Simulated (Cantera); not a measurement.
Input (Python, Cantera):

```python
import numpy as np
import cantera as ct

gas = ct.Solution("gri30.yaml")
gas.TPX = 1625, 5700, {'CH4': 0.025, 'H2': 1, 'CO2': 0.0087}
reactor = ct.IdealGasConstPressureReactor(gas, energy="off", clone=False)
net = ct.ReactorNet([reactor])
net.rtol, net.atol = 1e-08, 1e-18
show = ['CH4', 'H2', 'CO2', 'CH2O', 'HO2', 'C2H2', 'CO']
times = np.geomspace(2e-06, 7, 12)

steps = ct.SolutionArray(gas, extra=["t"])
rows = []
print(f"{'t/s':>10s}{'T/K':>9s}{'P/Pa':>11s}" + "".join(f"{s:>11s}" for s in show))
for t in times:
    while net.time < t:
        t_next = net.step()
        steps.append(gas.state, t=t_next)
    rows.append([np.interp(t, steps.t, y) for y in (steps.T, steps.P, *steps(*show).X.T)])
    print(f"{t:10.3e}{rows[-1][0]:9.1f}{rows[-1][1]:11.4g}" + "".join(f"{x:11.3e}" for x in rows[-1][2:]))
rate = np.gradient(steps.T, steps.t)
print("integrator steps:", len(steps.t))
if steps.T.max() > steps.T[0] + 200:
    print(f"time of steepest temperature rise: {steps.t[rate.argmax()]:.4e} s")
gas.TPX = 1625, 5700, {'CH4': 0.025, 'H2': 1, 'CO2': 0.0087}
gas.equilibrate("TP")
print(f"equilibrium (TP): T = {gas.T:.1f} K  " + "  ".join(f"{s} {gas[s].X[0]:.3e}" for s in show))
```

It prints:

```
       t/s      T/K       P/Pa        CH4         H2        CO2       CH2O        HO2       C2H2         CO
 2.000e-06   1625.0       5700  2.418e-02  9.674e-01  8.416e-03  2.596e-19  4.239e-23  5.084e-23  3.261e-12
 7.869e-06   1625.0       5700  2.418e-02  9.674e-01  8.416e-03  1.634e-17  9.372e-22  1.771e-20  5.298e-11
 3.096e-05   1625.0       5700  2.418e-02  9.674e-01  8.416e-03  9.735e-16  1.665e-20  7.625e-18  9.042e-10
 1.218e-04   1625.0       5700  2.418e-02  9.674e-01  8.416e-03  5.721e-14  2.370e-19  2.219e-15  1.509e-08
 4.794e-04   1625.0       5700  2.418e-02  9.674e-01  8.416e-03  3.399e-12  2.112e-18  5.931e-13  2.392e-07
 1.886e-03   1625.0       5700  2.417e-02  9.674e-01  8.413e-03  1.869e-10  9.912e-18  1.875e-10  3.724e-06
 7.422e-03   1625.0       5700  2.414e-02  9.673e-01  8.359e-03  3.910e-09  2.913e-17  8.574e-08  5.679e-05
 2.920e-02   1625.0       5700  2.398e-02  9.665e-01  7.705e-03  1.219e-08  5.689e-17  2.394e-05  7.095e-04
 1.149e-01   1625.0       5700  2.320e-02  9.638e-01  4.667e-03  1.048e-08  7.715e-17  3.830e-04  3.745e-03
 4.521e-01   1625.0       5700  2.051e-02  9.612e-01  6.293e-04  5.162e-09  4.062e-17  1.700e-03  7.770e-03
 1.779e+00   1625.0       5700  1.394e-02  9.641e-01  2.321e-05  3.186e-09  3.028e-17  4.897e-03  8.364e-03
 7.000e+00   1625.0       5700  6.128e-03  9.684e-01  2.254e-05  1.513e-09  3.032e-17  8.597e-03  8.544e-03
integrator steps: 699
equilibrium (TP): T = 1625.0 K  CH4 1.126e-03  H2 9.752e-01  CO2 2.532e-10  CH2O 3.875e-10  HO2 1.155e-27  C2H2 7.042e-03  CO 1.632e-02
```

Model: GRI-Mech 3.0 (53 species, 325 reactions), integrated in Cantera. GRI-Mech 3.0 stops at C3 and has no aromatics, soot or wall deposition, so with more carbon than oxygen in the feed, carbon stays in small species such as C2H2 where larger ones or solid carbon would form.
